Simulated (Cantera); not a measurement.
Feed: 1 mol V₂O₃, 1200 mol H₂, 0.51 mol N₂, equilibrated at 825 °C and 35.0 mbar.

Equilibrium computed with Cantera from the NASA thermochemical tables; the gas is ideal and each condensed phase is pure. Candidate condensed phases: H₂O, V, VN, VO, V₂O₃, V₂O₄, V₂O₅; 28 gas species. Mutual solubility and eutectic melting of coexisting phases are not modelled. VN: taken at fixed stoichiometry. Condensed phases not in the tables: the oxides between V₂O₃ and V₂O₅ other than VO₂, V₂N. Equilibrium is a limit: real reactors are often held back by kinetics, nucleation or transport.

Base state: H₂ 0.999, N₂ 0.000358, H₂O 0.000200 (mole fractions); condensed: VN(s) + V₂O₃(s).

Problem. What changes in the equilibrium state with this change: V₂O₃ replaced by FeS₂?

Solution. 
```csv
species,before,after
H₂,0.999,0.998
H₂S,0,0.00167
N₂,0.000358,0.000425
H₂O,0.000200,0
"VN(s), mol",0.160,0
"V₂O₃(s), mol",0.920,0
"Fe(α), mol",0,1.00
```
Further candidate phases: Fe, FeS, FeS₂, S.
